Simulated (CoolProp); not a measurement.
Vapour-liquid equilibrium of R114 (1) + n-hexane (2) at 329.9 K; x and y are mole fractions of (1).

The numbers come from the multi-fluid Helmholtz-energy mixture model, Platzer 1990 and Thol 2019; pair parameters Bell 2016 in CoolProp. This equation is an older, rougher fit; its heat capacities, sound speeds and derivatives of the liquid may be far off and weren't checked against measurements.

```csv
x,bubble pressure (MPa),y at the bubble point,dew pressure at overall composition x (MPa),liquid density (mol/L)
0.05,0.1047,0.367,0.07189,7.285
0.2,0.1982,0.701,0.08448,7.379
0.35,0.2732,0.809,0.1023,7.472
0.5,0.3362,0.868,0.1293,7.566
0.65,0.3934,0.911,0.1749,7.660
0.8,0.4502,0.948,0.2648,7.758
0.95,0.5114,0.986,0.4536,7.863
```

No azeotrope shows between x = 0.05 and 0.95.

Pair parameters are fitted to limited data, so mixtures are less certain than the pure fluids.
